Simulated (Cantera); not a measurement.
A closed system holds: 1 mol MgO, 16 mol HBr, 35 mol N2, at 0.00310 bar.

These are equilibrium values from Cantera (NASA tables, ideal gas, pure condensed phases), not measurements of a reactor. Candidate condensed phases: Br2, H2O, Mg, MgBr2, MgO, Mg(OH)2; 36 gas species. Rates play no part.

log p: log10 of the partial pressure in bar; n: condensed amount in mol.

| T (K) | log p N2 | log p HBr | log p Br | log p H2O | log p MgBr2 | log p H2 | n MgO(s) |
|---|---|---|---|---|---|---|---|
| 1098 | -2.67 | -3.04 | -5.07 | -4.53 | -4.53 | -5.35 | 0.509 |
| 1123 | -2.67 | -3.05 | -4.97 | -4.47 | -4.47 | -5.25 | 0.438 |
| 1148 | -2.67 | -3.06 | -4.87 | -4.41 | -4.41 | -5.15 | 0.362 |
| 1173 | -2.67 | -3.06 | -4.77 | -4.36 | -4.36 | -5.06 | 0.281 |
| 1198 | -2.67 | -3.07 | -4.68 | -4.31 | -4.31 | -4.97 | 0.195 |
| 1223 | -2.67 | -3.08 | -4.60 | -4.27 | -4.27 | -4.89 | 0.106 |
| 1248 | -2.67 | -3.09 | -4.51 | -4.22 | -4.22 | -4.81 | 0.0144 |
| 1273 | -2.67 | -3.09 | (withheld) | -4.22 | -4.22 | (withheld) | 0 |
| 1298 | -2.68 | -3.10 | -4.36 | -4.22 | -4.22 | -4.65 | 0 |
| 1323 | -2.68 | -3.10 | -4.28 | -4.22 | -4.22 | -4.58 | 0 |
| 1348 | -2.68 | -3.11 | -4.21 | -4.22 | -4.22 | -4.51 | 0 |
| 1373 | -2.68 | -3.11 | (withheld) | -4.22 | -4.22 | (withheld) | 0 |
| 1398 | -2.68 | -3.12 | -4.08 | -4.22 | -4.22 | -4.38 | 0 |
| 1423 | -2.68 | -3.13 | -4.02 | -4.22 | -4.22 | -4.31 | 0 |

### Question
What belongs in the gaps?

### Answer

- 1273, log p Br: -4.43
- 1273, log p H2: -4.73
- 1373, log p Br: -4.14
- 1373, log p H2: -4.44
